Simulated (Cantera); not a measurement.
A closed system holds: 1 mol Ca(OH)2, 0.95 mol CO2, 1.3 mol H2O, 0.14 mol C, held at 75.0 Torr.

Cantera equilibrium calculation (NASA polynomials, part measured and part estimated; ideal gas, pure solids and liquids). Candidate condensed phases: C, C6H6, C7H8, C8H18, Ca, CaCO3, CaO, Ca(OH)2, H2O; 115 gas species. Rates play no part. All values below are at 950 °C.

Base state: H2O 0.629, CO2 0.288, H2 0.0495, CO 0.0331 (mole fractions); condensed: CaO(s).

Question: What changes in the equilibrium state with this change: C from 0.14 to 0.95 mol?

Answer: 
```
species      before  after
-----------  ------  -----
H2O           0.629  0.323
CO           0.0331  0.228
CO2           0.288  0.225
H2           0.0495  0.225
CaO(s), mol    1.00   1.00
```
